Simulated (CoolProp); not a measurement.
Vapour-liquid equilibrium of R22 (1) + R11 (2) at 0.57 MPa; x and y are mole fractions of (1).

The numbers come from the multi-fluid Helmholtz-energy mixture model, Kamei 1995 and Jacobsen 1992; pair parameters Bell 2016 in CoolProp.

### Question
Give the bubble temperature and the first vapour's composition at x = 0.35, 0.425, 0.5. Is there an azeotrope?

### Answer
x = 0.35: 30.7 °C, y = 0.820; x = 0.425: 25.9 °C, y = 0.858; x = 0.5: 22.0 °C, y = 0.888. No azeotrope shows between x = 0.05 and 0.95.

The pair parameters rest on a limited set of measurements; away from them the model extrapolates.
